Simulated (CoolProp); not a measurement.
A Linde-Hampson liquefier for ethylene: isothermal reversible compression at 320 K from 1 atm to 40 MPa, throttling to 1 atm, return gas leaving the recuperator 5 K below the feed. Each further row changes one setting.

Values from CoolProp's reference Helmholtz-energy equation of state, Smukala 2000.

```csv
case,liquid yield per pass,compression work (kJ/kg of gas)
as stated,___,468
high pressure 80 MPa,0.377,554
warm-end temperature 350 K,___,___
warm-end gap 10 K,0.414,468
```

Task: Some entries are withheld; supply them.

Result: 
- as stated, liquid yield per pass: 0.421
- warm-end temperature 350 K, liquid yield per pass: 0.355
- warm-end temperature 350 K, compression work (kJ/kg of gas): 539
